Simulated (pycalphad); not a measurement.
Source of the numbers: pycalphad with the COST 507 light-alloy database (1999); pressure 1 atm. These are 1990s assessments: newer ones move some temperatures and phases. The system is extrapolated from its subsystems; higher-order compounds may be missing. Phase fractions are per mole of atoms. Diffusion is slow at the low end, where real alloys seldom reach equilibrium.

Question: Give the equilibrium state of Ti-0.91Al-1.29C (at.%) at 527 °C.

Answer: HCP_A3, fraction 0.968, with 0.94 Al, 0.15 C at.%; FCC_A1, fraction 0.032, with <0.01 Al, 36.0 C at.%.

Question: Give the equilibrium state of Ti-0.91Al-1.29C (at.%) at 1127 °C.

Answer: 
```
T = 1400.00 K, P = 101325 Pa, N = 1 mol of atoms
G = -77464 J/mol, H = 33775 J/mol, S = 79.46 J/(mol K)  (SER reference)
chemical potentials (J/mol): Ti -74366, Al -177510, C -241828
phase             fraction      x(Ti)      x(Al)       x(C)
BCC_A2              0.9848     0.9829     0.0092     0.0079
FCC_A1              0.0152     0.6620   4.47e-11     0.3380
```

FCC_A1 is fcc; BCC_A2 is bcc; HCP_A3 is hcp. The fcc model also describes the rock-salt carbide or nitride (TiC, TiN, HfC).
